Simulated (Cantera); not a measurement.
A perfectly stirred reactor is fed with CH4 : O2 : N2 : H2O = 1 : 1.82 : 6.84 : 0.23 (molar parts), equivalence ratio 1.1, at 0.230 bar; it is adiabatic with a 775 K inlet, and is followed from long to short residence time, starting on the burning branch (τ in s: 0.048, 0.015, 0.0048, 0.0015, 0.00048, 0.00015, 4.8e-05, 1.5e-05, 4.9e-06).

Cantera simulation using GRI-Mech 3.0 (53 species, 325 reactions); the numbers are that mechanism's predictions, not measurements.

Problem. What does this change do: 0.78 parts CO2 added?

Solution. 
```tsv
quantity	before	after
blow-out, bracketed by the residence times tried	burning at 0.150 ms, out at 48.0 µs	burning at 0.480 ms, out at 0.150 ms
x(CH4) at τ = 48.0 ms	7.65e-6	1.12e-5
x(O2) at τ = 48.0 ms	0.00784	0.00939
x(H2O) at τ = 48.0 ms	0.190	0.184
x(H) at τ = 48.0 ms	0.00586	0.00373
x(O) at τ = 48.0 ms	0.00190	0.00149
x(CH4) at τ = 0.480 ms	0.000452	0.000693
x(O2) at τ = 0.480 ms	0.0201	0.0240
x(H2O) at τ = 0.480 ms	0.170	0.165
x(H) at τ = 0.480 ms	0.0168	0.0122
x(O) at τ = 0.480 ms	0.00538	0.00419
```
